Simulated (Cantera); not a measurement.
Mixture: CH4 : C2H6 : O2 : N2 = 1 : 0.18 : 1.88 : 7.06 (molar parts), equivalence ratio 1.4, at 1.00 bar, adiabatic and at constant pressure. Ignition delay is the time to a rise of 400 K.

Detailed kinetics in Cantera: GRI-Mech 3.0 (53 species, 325 reactions).

Task: What does this change do: pressure from 1.00 bar to 10.0 bar?

Result: 
```
quantity                                                before       after
--------------------------------------------------  ----------  ----------
delay at 1075 K                                        24.0 ms     4.82 ms
delay at 1275 K                                        1.44 ms    0.294 ms
delay at 1475 K                                       0.240 ms     48.1 µs
delay at 1675 K                                        57.8 µs     11.5 µs
delay at 1875 K                                        20.8 µs     3.59 µs
apparent activation energy between 1675 and 1875 K  130 kJ/mol  150 kJ/mol
```

Task: What does this change do: O2 1.88 to 1.4 parts?

Result: 
| quantity | before | after |
|---|---|---|
| delay at 1075 K | 24.0 ms | 26.7 ms |
| delay at 1275 K | 1.44 ms | 2.02 ms |
| delay at 1475 K | 0.240 ms | 0.349 ms |
| delay at 1675 K | 57.8 µs | 80.9 µs |
| delay at 1875 K | 20.8 µs | 28.6 µs |
| apparent activation energy between 1675 and 1875 K | 130 kJ/mol | 140 kJ/mol |
